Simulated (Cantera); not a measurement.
Charge: 1 mol Fe(CO)₅, 7.4 mol H₂, 7 mol CO, held at 3.45 Torr.

Method: chemical equilibrium by Gibbs-energy minimisation in Cantera with the NASA 1993 tables (ideal gas, pure condensed phases). Candidate condensed phases: C, C₆H₆, C₇H₈, C₈H₁₈, Fe, Fe(CO)₅, FeO, Fe(OH)₂, Fe(OH)₃, Fe₂O₃, Fe₃O₄, H₂O; 114 gas species. Condensed phases not in the tables: cementite and carbon dissolved in iron. Equilibrium is a limit: real reactors are often held back by kinetics, nucleation or transport.

x: gas mole fraction; n: condensed amount in mol.

| T (K) | x CO | x H₂ | x CO₂ | x H₂O | x CH₄ | n C(graphite) | n Fe(α) | n Fe(γ) |
|---|---|---|---|---|---|---|---|---|
| 850 | 0.571 | 0.389 | 0.0324 | 0.00721 | 0.000432 | 0.730 | 1.00 | 0 |
| 900 | 0.605 | 0.383 | 0.00939 | 0.00259 | 0.000211 | 0.226 | 1.00 | 0 |
| 950 | 0.614 | 0.382 | 0.00290 | 0.00101 | 0.000112 | 0.0734 | 1.00 | 0 |
| 1000 | 0.617 | 0.381 | 0.000994 | 0.000428 | 6.39e-5 | 0.0263 | 1.00 | 0 |
| 1050 | 0.618 | 0.381 | ___ | ___ | ___ | ___ | 1.00 | 0 |
| 1100 | 0.618 | 0.381 | ___ | ___ | ___ | ___ | 1.00 | 0 |
| 1150 | 0.618 | 0.381 | 6.94e-5 | 5.09e-5 | 1.57e-5 | 0.00203 | 1.00 | 0 |
| 1200 | 0.619 | 0.381 | 3.33e-5 | 2.82e-5 | 1.06e-5 | 0 | 0 | 1.00 |
| 1250 | 0.619 | 0.381 | 1.69e-5 | 1.63e-5 | 7.36e-6 | 0 | 0 | 1.000 |
| 1300 | 0.619 | 0.381 | 9.10e-6 | 9.89e-6 | 5.26e-6 | 0 | 0 | 1.000 |
| 1350 | 0.619 | 0.381 | 5.13e-6 | 6.22e-6 | 3.86e-6 | 0 | 0 | 1.000 |
| 1400 | 0.619 | 0.381 | 3.02e-6 | 4.04e-6 | 2.89e-6 | 0 | 0 | 1.000 |

What belongs in the gaps?


- 1100, x CO₂: 0.000155
- 1100, x H₂O: 9.70e-5
- 1100, x CH₄: 2.40e-5
- 1100, n C(graphite): 0.00443
- 1050, x CO₂: 0.000376
- 1050, x H₂O: 0.000197
- 1050, x CH₄: 3.83e-5
- 1050, n C(graphite): 0.0104
